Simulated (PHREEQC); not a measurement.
Dissolve 0.0012 mol CuSO4, 0.06 mol H2SO4 and 0.0081 mol H3BO3 per kg of water at 25 °C. Closed to the air; pH follows from the charge balance.

All values are PHREEQC results (ion-association model, phreeqc.dat), not measurements.

Each row changes one thing in this solution. Precipitation was switched off in this run.

```json
[
 {"case": "as made", "pH": "1.21", "ionic strength (mol/kgw)": "0.0926", "HSO4- (mol/kgw)": "0.0453", "SO4-2 (mol/kgw)": "0.0155"},
 {"case": "0.0012 mol/kgw K2CO3 added", "pH": "1.22", "ionic strength (mol/kgw)": "0.0932", "HSO4- (mol/kgw)": "0.0449", "SO4-2 (mol/kgw)": "0.0158"},
 {"case": "diluted 100-fold with water", "pH": "2.96", "ionic strength (mol/kgw)": "0.00174", "HSO4- (mol/kgw)": "5.21e-5", "SO4-2 (mol/kgw)": "0.000559"},
 {"case": "H3BO3 from 0.0081 to 0.0162 mol/kgw", "pH": "1.21", "ionic strength (mol/kgw)": "0.0926", "HSO4- (mol/kgw)": "0.0453", "SO4-2 (mol/kgw)": "0.0155"},
 {"case": "H3BO3 left out", "pH": "1.21", "ionic strength (mol/kgw)": "0.0926", "HSO4- (mol/kgw)": "0.0453", "SO4-2 (mol/kgw)": "0.0155"},
 {"case": "CuSO4 replaced by CdSO4 at the same molality", "pH": "1.21", "ionic strength (mol/kgw)": "0.0923", "HSO4- (mol/kgw)": "0.0452", "SO4-2 (mol/kgw)": "0.0154"}
]
```
